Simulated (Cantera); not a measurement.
Input: 1 mol HMDSO, 16 mol H2O, 3.8 mol H2, at 9600 Pa.

Method: chemical equilibrium by Gibbs-energy minimisation in Cantera with the NASA 1993 tables (ideal gas, pure condensed phases). Candidate condensed phases: C, C6H6, C7H8, C8H18, H2O, Si, SiC, SiO2; 123 gas species. The feed counts by its element totals alone. The tables hold silica as quartz up to 1696 K and as liquid above; real silica turns to tridymite and cristobalite and melts near 1996 K. Gases not in the tables: Si(OH)4. Equilibrium is a limit: real reactors are often held back by kinetics, nucleation or transport.

**Question.** Which condensed phases are stable at each of these points (T (K)): 675, 875, 1075, 1275, 1475, 1675, 1875, 2075?

**Answer.** 
| T (K) | condensed phases | Si condensed (%) |
|---|---|---|
| 675 | SiO2(α-quartz) | 100.0 |
| 875 | SiO2(β-quartz) | 100.0 |
| 1075 | SiO2(β-quartz) | 100.0 |
| 1275 | SiO2(β-quartz) | 100.0 |
| 1475 | SiO2(β-quartz) | 100.0 |
| 1675 | SiO2(β-quartz) | 100.0 |
| 1875 | SiO2(condensed) | 99.5 |
| 2075 | SiO2(l) | 87.1 |

At 675 K the condensed part is SiO2(α-quartz). From 875 K to 1675 K the condensed part is SiO2(β-quartz). At 1875 K the condensed part is SiO2(condensed). At 2075 K the condensed part is SiO2(l).
